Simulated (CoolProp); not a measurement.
R404A at 298.15 K and 0.453 MPa is throttled through a valve to 0.121 MPa with no heat exchange. Each further row changes one setting.

Model: reference Helmholtz-energy equation of state, Lemmon 2003, in CoolProp. It is a pseudo-pure fit of the blend.

```csv
case,temperature change (K),final density (kg/m³)
as stated,-6.1,4.97
outlet pressure 0.0363 MPa,-7.7,1.48
outlet pressure 0.157 MPa,-5.4,6.48
```
